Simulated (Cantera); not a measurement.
A perfectly stirred reactor is fed with CH3OH : O2 : N2 = 0.0021 : 0.018 : 1 (molar parts), at 16.0 bar; it is held at 900 K, and followed from long to short residence time.

Detailed kinetics in Cantera: GRI-Mech 3.0 (53 species, 325 reactions). GRI-Mech 3.0 was tuned for natural gas; its chemistry of methanol as a main component is partial and can be far from experiment. The pressure lies above the range GRI-Mech 3.0 was tuned for (to about 10 atm).

One state of this run: x CH3OH = 0.000617; x O2 = 0.0161; x CH3 = <1e-12; x CO = 0.00110; x HO2 = 5.47e-6; x HCN = <1e-12. x: mole fraction; the columns are a selection and need not sum to one.

Which value of τ (s) does it belong to?
A. 0.011
B. 0.23
C. 0.050
D. 1.0

B, 0.23
